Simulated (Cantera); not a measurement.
Feed: 1 mol MgO, 0.088 mol HI, 0.076 mol N2, at 1325 K and 75.0 Torr.

Cantera equilibrium calculation (NASA polynomials, part measured and part estimated; ideal gas, pure solids and liquids). Candidate condensed phases: H2O, I2, Mg, MgI2, MgO, Mg(OH)2; 36 gas species. Equilibrium is a limit: real reactors are often held back by kinetics, nucleation or transport.

Base state: N2 0.412, I 0.221, HI 0.203, H2 0.127, I2 0.0167, H2O 0.00980, MgI2 0.00980 (mole fractions); condensed: MgO(s).

Problem. What changes in the equilibrium state with this change: temperature from 1325 K to 1000 K?

Solution. 
| species | before | after |
|---|---|---|
| N2 | 0.412 | 0.454 |
| HI | 0.203 | 0.363 |
| H2 | 0.127 | 0.0788 |
| I | 0.221 | 0.0422 |
| I2 | 0.0167 | 0.0577 |
| MgI2 | 0.00980 | 0.00232 |
| H2O | 0.00980 | 0.00232 |
| MgO(s), mol | 0.998 | 1.000 |

Problem. What changes in the equilibrium state with this change: temperature from 1325 K to 1173.15 K?

Solution. 
| species | before | after |
|---|---|---|
| N2 | 0.412 | 0.433 |
| HI | 0.203 | 0.287 |
| I | 0.221 | 0.131 |
| H2 | 0.127 | 0.101 |
| I2 | 0.0167 | 0.0358 |
| MgI2 | 0.00980 | 0.00624 |
| H2O | 0.00980 | 0.00624 |
| MgO(s), mol | 0.998 | 0.999 |

Problem. What changes in the equilibrium state with this change: temperature from 1325 K to 1475 K?

Solution. 
```
species       before    after
-----------  -------  -------
N2             0.412    0.396
I              0.221    0.289
H2             0.127    0.151
HI             0.203    0.132
I2            0.0167  0.00683
H2O          0.00980   0.0119
MgI2         0.00980   0.0118
MgI          1.22e-6  1.61e-5
H            1.85e-6  1.60e-5
MgO(s), mol    0.998    0.998
```
